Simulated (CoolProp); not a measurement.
Vapour-liquid equilibrium of toluene (1) + n-octane (2) at 325.2 K; x and y are mole fractions of (1).

The numbers come from the multi-fluid Helmholtz-energy mixture model, Lemmon 2006 and Beckmüller 2019; pair parameters Bell 2016 in CoolProp.

```json
[
 {"x": "0.05", "bubble pressure, mixture model (MPa)": "0.007945", "bubble pressure, Raoult's law (MPa)": "0.007682", "y, mixture model": "0.116", "y, Raoult's law": "0.087"},
 {"x": "0.125", "bubble pressure, mixture model (MPa)": "0.008723", "bubble pressure, Raoult's law (MPa)": "0.008134", "y, mixture model": "0.255", "y, Raoult's law": "0.206"},
 {"x": "0.2", "bubble pressure, mixture model (MPa)": "0.009422", "bubble pressure, Raoult's law (MPa)": "0.008585", "y, mixture model": "0.365", "y, Raoult's law": "0.312"},
 {"x": "0.275", "bubble pressure, mixture model (MPa)": "0.01005", "bubble pressure, Raoult's law (MPa)": "0.009037", "y, mixture model": "0.453", "y, Raoult's law": "0.408"},
 {"x": "0.35", "bubble pressure, mixture model (MPa)": "0.01060", "bubble pressure, Raoult's law (MPa)": "0.009489", "y, mixture model": "0.528", "y, Raoult's law": "0.494"},
 {"x": "0.425", "bubble pressure, mixture model (MPa)": "0.01109", "bubble pressure, Raoult's law (MPa)": "0.009940", "y, mixture model": "0.592", "y, Raoult's law": "0.573"},
 {"x": "0.5", "bubble pressure, mixture model (MPa)": "0.01153", "bubble pressure, Raoult's law (MPa)": "0.01039", "y, mixture model": "0.649", "y, Raoult's law": "0.645"},
 {"x": "0.575", "bubble pressure, mixture model (MPa)": "0.01193", "bubble pressure, Raoult's law (MPa)": "0.01084", "y, mixture model": "0.701", "y, Raoult's law": "0.711"},
 {"x": "0.65", "bubble pressure, mixture model (MPa)": "0.01228", "bubble pressure, Raoult's law (MPa)": "0.01129", "y, mixture model": "0.751", "y, Raoult's law": "0.771"},
 {"x": "0.725", "bubble pressure, mixture model (MPa)": "0.01259", "bubble pressure, Raoult's law (MPa)": "0.01175", "y, mixture model": "0.800", "y, Raoult's law": "0.827"},
 {"x": "0.8", "bubble pressure, mixture model (MPa)": "0.01286", "bubble pressure, Raoult's law (MPa)": "0.01220", "y, mixture model": "0.850", "y, Raoult's law": "0.879"},
 {"x": "0.875", "bubble pressure, mixture model (MPa)": "0.01310", "bubble pressure, Raoult's law (MPa)": "0.01265", "y, mixture model": "0.902", "y, Raoult's law": "0.927"},
 {"x": "0.95", "bubble pressure, mixture model (MPa)": "0.01330", "bubble pressure, Raoult's law (MPa)": "0.01310", "y, mixture model": "0.959", "y, Raoult's law": "0.972"}
]
```

The largest gap from Raoult's law is +11.7 % in bubble pressure, at x = 0.35. No azeotrope shows between x = 0.05 and 0.95.

Pair parameters are fitted to limited data, so mixtures are less certain than the pure fluids.
